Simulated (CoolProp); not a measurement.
Aqueous methanol as a coolant, at 24 °C, 1 atm.

Values from CoolProp's Melinder's fits for secondary coolants.

```
mass %  freezing point (°C)  density (kg/m³)  viscosity (mPa s)  cp (kJ/(kg K))  conductivity (W/(m K))
------  -------------------  ---------------  -----------------  --------------  ----------------------
3.9                    -2.3            990.4               1.01           4.194                       ?
9.6                    -6.2            981.1               1.16               ?                   0.546
15.3                  -10.8            972.4               1.31               ?                   0.514
21                    -16.0            963.8               1.44           4.102                   0.482
26.7                  -21.9            954.9               1.54           4.041                   0.452
32.4                  -28.6            945.5               1.61           3.967                   0.423
38.1                  -36.0            935.6               1.63           3.876                   0.396
43.8                  -44.4            925.2               1.62           3.765                   0.371
49.5                  -53.6            914.1               1.58           3.635                   0.348
```

**Question.** Complete the blanks.

**Answer.** 
- 3.9, conductivity (W/(m K)): 0.580
- 9.6, cp (kJ/(kg K)): 4.191
- 15.3, cp (kJ/(kg K)): 4.154
